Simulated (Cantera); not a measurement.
Input: 1 mol V, a varied amount of O₂, 29 mol N₂, held at 12.0 mbar.

Method: chemical equilibrium by Gibbs-energy minimisation in Cantera with the NASA 1993 tables (ideal gas, pure condensed phases). Candidate condensed phases: V, VN, VO, V₂O₃, V₂O₄, V₂O₅; 13 gas species. Each liquid is taken as pure. Mutual solubility and eutectic melting of coexisting phases are not modelled. VN, VO: taken at fixed stoichiometry. Condensed phases not in the tables: the oxides between V₂O₃ and V₂O₅ other than VO₂, solid solutions among these carbides, nitrides and lower oxides, V₂N, N, O or C dissolved in the metal. Rates play no part.

**Question.** What condenses at these points (T in K, n(O₂) in mol): (2023, 0.078); (2223, 0.73); (2123, 3.9); (1523, 0.73); (2223, 0.14); (2323, 0.14); (2523, 0.42); (2123, 0.42)?

**Answer.** 
```json
[
 {"T (K)": "2023", "n(O₂) in mol": "0.078", "condensed phases": "VN + VO", "V condensed (%)": "98.9"},
 {"T (K)": "2223", "n(O₂) in mol": "0.73", "condensed phases": "VO", "V condensed (%)": "45.4"},
 {"T (K)": "2123", "n(O₂) in mol": "3.9", "condensed phases": "gas only", "V condensed (%)": "0.0"},
 {"T (K)": "1523", "n(O₂) in mol": "0.73", "condensed phases": "VO + V₂O₃", "V condensed (%)": "100.0"},
 {"T (K)": "2223", "n(O₂) in mol": "0.14", "condensed phases": "V + VO", "V condensed (%)": "79.8"},
 {"T (K)": "2323", "n(O₂) in mol": "0.14", "condensed phases": "V", "V condensed (%)": "39.4"},
 {"T (K)": "2523", "n(O₂) in mol": "0.42", "condensed phases": "gas only", "V condensed (%)": "0.0"},
 {"T (K)": "2123", "n(O₂) in mol": "0.42", "condensed phases": "VN + VO", "V condensed (%)": "94.5"}
]
```
